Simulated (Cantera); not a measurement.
# CF₄ + F₂ (fluorocarbon and chlorocarbon gases)

Feed: 1 mol CF₄, 0.011 mol F₂, held at 39.0 mbar.

Equilibrium computed with Cantera from the NASA thermochemical tables; the gas is ideal and each condensed phase is pure. Candidate condensed phases: C; 23 gas species. Ions and electrons are included (thermal ionisation). Rates play no part.

```
T (K)    x F      x C     x CF₂     x CF      x C₃      x C₂     x CF₃  n C(graphite)
-----  -----  -------  --------  -------  --------  --------  --------  -------------
3000   0.763  0.00130     0.137   0.0883   0.00800  0.000813  0.000612         0.0938
3250   0.819  0.00794    0.0345    0.104    0.0294   0.00460   5.36e-5              0
3500   0.842   0.0266   0.00698   0.0818    0.0319    0.0102   4.27e-6              0
3750   0.838   0.0660   0.00144   0.0561    0.0226    0.0155   3.81e-7              0
4000   0.822    0.121  0.000287   0.0327   0.00938    0.0152   3.61e-8              0
4250   0.809    0.164   5.52e-5   0.0162   0.00216   0.00942   3.61e-9              0
4500   0.804    0.184   1.11e-5  0.00745  0.000372   0.00454  4.09e-10              0
4750   0.802    0.192   2.51e-6  0.00352   6.41e-5   0.00209  5.54e-11              0
5000   0.801    0.196   6.44e-7  0.00175   1.24e-5  0.000996  8.98e-12              0
```
x: gas mole fraction; n: condensed amount in mol.

At 3000 K the condensed part is C(graphite). From 3250 K to 5000 K nothing is condensed. The main C-bearing gas is CF₂ at 3000 K and C at 5000 K.
